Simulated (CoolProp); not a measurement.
Vapour-liquid equilibrium of CH2F2 (R32) (1) + fluoroethane (R161) (2) at -37.95 °C; x and y are mole fractions of (1).

The numbers come from the multi-fluid Helmholtz-energy mixture model, Tillner-Roth 1997 and Wu 2012; pair parameters Bell 2016 in CoolProp.

| x | bubble pressure, mixture model (kPa) | bubble pressure, Raoult's law (kPa) | y, mixture model | y, Raoult's law |
|---|---|---|---|---|
| 0.05 | 106.5 | 104.2 | 0.109 | 0.093 |
| 0.15 | 119.0 | 113.7 | … | 0.257 |
| 0.25 | 130.0 | 123.2 | 0.408 | 0.395 |
| 0.35 | … | 132.8 | 0.515 | 0.513 |
| 0.45 | 149.1 | 142.3 | 0.606 | 0.615 |
| 0.55 | 157.9 | 151.8 | 0.689 | 0.705 |
| 0.65 | … | 161.3 | 0.765 | 0.784 |
| 0.75 | 174.5 | 170.8 | 0.836 | 0.854 |
| 0.85 | 182.6 | 180.3 | 0.904 | 0.917 |
| 0.95 | 190.5 | 189.8 | … | 0.974 |

Question: Some entries are withheld; supply them.

Answer: 
- 0.15, y, mixture model: 0.279
- 0.35, bubble pressure, mixture model (kPa): 139.9
- 0.65, bubble pressure, mixture model (kPa): 166.3
- 0.95, y, mixture model: 0.969

The largest gap from Raoult's law is +5.5 % in bubble pressure, at x = 0.25. No azeotrope shows between x = 0.05 and 0.95.

Pair parameters are fitted to limited data, so mixtures are less certain than the pure fluids.
